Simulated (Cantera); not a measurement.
An isothermal, constant-pressure homogeneous reactor starts with H2 : O2 = 0.12 : 1 (molar parts), at 1350 K and 0.0133 bar.

Cantera simulation using the H2/O2 subset of GRI-Mech 3.0, which has no nitrogen chemistry; the numbers are that mechanism's predictions, not measurements. Radical loss at walls, strong at low pressure, is not modelled. The temperature is held fixed by assumption; the heat of reaction is taken as removed at once.

x: mole fraction; the columns are a selection and need not sum to one.

```tsv
t (s)	x H2	x O2	x OH	x O	x H2O	x H2O2	x HO2
6.00e-5	0.107	0.893	3.85e-8	4.65e-8	3.47e-8	5.46e-11	[?]
0.000168	0.107	0.893	4.03e-7	5.23e-7	7.73e-7	4.22e-10	[?]
0.000472	0.107	0.893	8.36e-5	0.000110	0.000196	3.33e-9	[?]
0.00132	0.00410	0.815	0.0106	0.0604	0.0860	1.47e-7	4.11e-6
0.00372	0.00314	0.819	0.00959	0.0585	0.0896	1.32e-7	4.04e-6
0.0104	0.00265	0.831	0.00887	0.0478	0.0941	1.34e-7	3.99e-6
0.0292	0.00164	0.854	0.00707	0.0280	0.102	1.29e-7	[?]
0.0821	0.000535	0.876	0.00408	0.00875	0.109	9.51e-8	[?]
0.230	9.48e-5	0.885	0.00173	0.00153	0.112	4.50e-8	[?]
0.646	1.51e-5	0.886	0.000691	0.000243	0.113	1.66e-8	[?]
1.81	2.92e-6	0.887	0.000304	4.70e-5	0.113	5.73e-9	[?]
5.08	7.20e-7	0.887	0.000151	1.16e-5	0.113	2.11e-9	[?]
14.3	2.70e-7	0.887	9.28e-5	4.38e-6	0.113	1.11e-9	5.80e-8
40.0	2.14e-7	0.887	8.27e-5	3.47e-6	0.113	9.77e-10	[?]
```

### Question
What belongs in the gaps?

### Answer

- 6.00e-5, x HO2: 6.54e-8
- 0.000168, x HO2: 1.84e-7
- 0.000472, x HO2: 6.56e-7
- 0.0292, x HO2: 3.66e-6
- 0.0821, x HO2: 2.45e-6
- 0.230, x HO2: 8.99e-7
- 0.646, x HO2: 2.23e-7
- 1.81, x HO2: 6.73e-8
- 5.08, x HO2: 4.68e-8
- 40.0, x HO2: 6.29e-8
